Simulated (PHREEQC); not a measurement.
# Hard or scaling water

Make-up at 25 °C: 0.21 mmol/kgw Ca(HCO3)2, 0.034 mmol/kgw NaF and 0.39 mmol/kgw MgSO4. Closed to the air; pH follows from the charge balance.

Equilibrium calculation in PHREEQC: ion-association model, phreeqc.dat.

```
Property                       Result
--------------------  ---------------
pH                               8.15
ionic strength        0.00210 mol/kgw
specific conductance        133 µS/cm
total alkalinity         0.420 meq/kg
```

| species | molality | activity | log γ |
|---|---|---|---|
| HCO3- | 0.000407 | 0.000387 | -0.022 |
| Mg+2 | 0.000366 | 0.000300 | -0.086 |
| SO4-2 | 0.000361 | 0.000295 | -0.087 |
| Ca+2 | 0.000200 | 0.000164 | -0.087 |
| Na+ | 3.39e-5 | 3.23e-5 | -0.022 |
| F- | 3.33e-5 | 3.17e-5 | -0.022 |
| MgSO4 | 2.08e-5 | 2.08e-5 | 0.000 |
| CaSO4 | 8.59e-6 | 8.59e-6 | 0.000 |
| CO2 | 6.20e-6 | 6.20e-6 | 0.000 |
| CO3-2 | 3.11e-6 | 2.55e-6 | -0.086 |
| OH- | 1.50e-6 | 1.42e-6 | -0.022 |
| MgHCO3+ | 1.43e-6 | 1.36e-6 | -0.022 |
| CaHCO3+ | 8.50e-7 | 8.09e-7 | -0.021 |
| MgCO3 | 7.31e-7 | 7.31e-7 | 0.000 |

This is a speciation only: nothing precipitates in the calculation. Species that the database lacks are ignored.
